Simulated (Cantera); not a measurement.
An isothermal, constant-pressure homogeneous reactor starts with H₂ : O₂ : N₂ : H₂O = 1.5 : 1 : 1.9 : 0.044 (molar parts), at 1000 K and 0.550 bar.

Model: GRI-Mech 3.0 (53 species, 325 reactions), integrated in Cantera. The temperature is held fixed by assumption; the heat of reaction is taken as removed at once.

x: mole fraction; the columns are a selection and need not sum to one.

```json
[
 {"t (s)": "6.00e-6", "x H₂": "0.338", "x O₂": "0.225", "x H": "1.84e-10", "x NO₂": "<1e-12", "x HO₂": "2.14e-10"},
 {"t (s)": "1.79e-5", "x H₂": "0.338", "x O₂": "0.225", "x H": "8.09e-10", "x NO₂": "<1e-12", "x HO₂": "9.01e-10"},
 {"t (s)": "5.34e-5", "x H₂": "0.338", "x O₂": "0.225", "x H": "(withheld)", "x NO₂": "<1e-12", "x HO₂": "(withheld)"},
 {"t (s)": "0.000159", "x H₂": "0.338", "x O₂": "0.225", "x H": "1.09e-5", "x NO₂": "<1e-12", "x HO₂": "9.49e-6"},
 {"t (s)": "0.000475", "x H₂": "0.0634", "x O₂": "0.0971", "x H": "0.000521", "x NO₂": "2.64e-9", "x HO₂": "0.000146"},
 {"t (s)": "0.00142", "x H₂": "0.0547", "x O₂": "0.0931", "x H": "1.18e-6", "x NO₂": "1.82e-7", "x HO₂": "7.57e-5"},
 {"t (s)": "0.00423", "x H₂": "0.0541", "x O₂": "0.0928", "x H": "1.59e-6", "x NO₂": "2.01e-7", "x HO₂": "6.80e-5"},
 {"t (s)": "0.0126", "x H₂": "0.0512", "x O₂": "0.0914", "x H": "2.69e-6", "x NO₂": "1.65e-7", "x HO₂": "8.19e-5"},
 {"t (s)": "0.0377", "x H₂": "0.0401", "x O₂": "0.0862", "x H": "2.61e-6", "x NO₂": "1.65e-7", "x HO₂": "7.93e-5"},
 {"t (s)": "0.112", "x H₂": "(withheld)", "x O₂": "(withheld)", "x H": "(withheld)", "x NO₂": "(withheld)", "x HO₂": "(withheld)"},
 {"t (s)": "0.335", "x H₂": "0.00338", "x O₂": "0.0692", "x H": "1.88e-7", "x NO₂": "2.96e-7", "x HO₂": "2.40e-5"},
 {"t (s)": "1.00", "x H₂": "0.000345", "x O₂": "0.0678", "x H": "6.21e-9", "x NO₂": "3.72e-7", "x HO₂": "4.41e-6"}
]
```

What belongs in the gaps?


- 5.34e-5, x H: 1.12e-8
- 5.34e-5, x HO₂: 1.08e-8
- 0.112, x H₂: 0.0196
- 0.112, x O₂: 0.0767
- 0.112, x H: 1.31e-6
- 0.112, x NO₂: 2.04e-7
- 0.112, x HO₂: 5.86e-5
